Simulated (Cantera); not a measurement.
What does this Cantera script print?

```python
import numpy as np
import cantera as ct

gas = ct.Solution("gri30.yaml")
gas.TPX = 1550, 300000, {'H2': 1, 'O2': 0.769, 'N2': 2.89}
reactor = ct.IdealGasReactor(gas, energy="on", clone=False)
net = ct.ReactorNet([reactor])
net.rtol, net.atol = 1e-08, 1e-16
show = ['H2', 'O2', 'H2O', 'H', 'N2O', 'HO2']
times = np.geomspace(4e-06, 5, 12)

steps = ct.SolutionArray(gas, extra=["t"])
rows = []
print(f"{'t/s':>10s}{'T/K':>9s}{'P/Pa':>11s}" + "".join(f"{s:>11s}" for s in show))
for t in times:
    while net.time < t:
        t_next = net.step()
        steps.append(gas.state, t=t_next)
    rows.append([np.interp(t, steps.t, y) for y in (steps.T, steps.P, *steps(*show).X.T)])
    print(f"{t:10.3e}{rows[-1][0]:9.1f}{rows[-1][1]:11.4g}" + "".join(f"{x:11.3e}" for x in rows[-1][2:]))
rate = np.gradient(steps.T, steps.t)
print("integrator steps:", len(steps.t))
if steps.T.max() > steps.T[0] + 200:
    print(f"time of steepest temperature rise: {steps.t[rate.argmax()]:.4e} s")
gas.TPX = 1550, 300000, {'H2': 1, 'O2': 0.769, 'N2': 2.89}
gas.equilibrate("UV")
print(f"equilibrium (UV): T = {gas.T:.1f} K  " + "  ".join(f"{s} {gas[s].X[0]:.3e}" for s in show))
```

Result:

```
       t/s      T/K       P/Pa         H2         O2        H2O          H        N2O        HO2
 4.000e-06   1856.0  3.537e+05  4.995e-02  8.043e-02  1.248e-01  6.521e-02  1.497e-07  9.791e-05
 1.433e-05   2919.4  5.187e+05  1.512e-02  5.828e-02  1.980e-01  8.157e-03  1.807e-06  2.979e-05
 5.136e-05   2947.3  5.223e+05  1.392e-02  5.679e-02  2.010e-01  6.976e-03  2.057e-06  3.085e-05
 1.840e-04   2936.8  5.201e+05  1.393e-02  5.325e-02  2.018e-01  6.761e-03  2.147e-06  2.886e-05
 6.594e-04   2927.9  5.182e+05  1.396e-02  5.026e-02  2.025e-01  6.582e-03  2.315e-06  2.719e-05
 2.363e-03   2927.4  5.181e+05  1.396e-02  5.009e-02  2.026e-01  6.571e-03  2.327e-06  2.710e-05
 8.465e-03   2927.4  5.181e+05  1.396e-02  5.009e-02  2.026e-01  6.571e-03  2.327e-06  2.710e-05
 3.033e-02   2927.4  5.181e+05  1.396e-02  5.009e-02  2.026e-01  6.571e-03  2.327e-06  2.710e-05
 1.087e-01   2927.4  5.181e+05  1.396e-02  5.009e-02  2.026e-01  6.571e-03  2.327e-06  2.710e-05
 3.894e-01   2927.4  5.181e+05  1.396e-02  5.009e-02  2.026e-01  6.571e-03  2.327e-06  2.710e-05
 1.395e+00   2927.4  5.181e+05  1.396e-02  5.009e-02  2.026e-01  6.571e-03  2.327e-06  2.710e-05
 5.000e+00   2927.4  5.181e+05  1.396e-02  5.009e-02  2.026e-01  6.571e-03  2.327e-06  2.710e-05
integrator steps: 1171
time of steepest temperature rise: 3.8773e-06 s
equilibrium (UV): T = 2927.4 K  H2 1.396e-02  O2 5.009e-02  H2O 2.026e-01  H 6.571e-03  N2O 2.327e-06  HO2 2.710e-05
```

Model: GRI-Mech 3.0 (53 species, 325 reactions), integrated in Cantera. The hydrogen kinetics of GRI-Mech 3.0 are dated; newer H2 mechanisms differ, most at raised pressure.
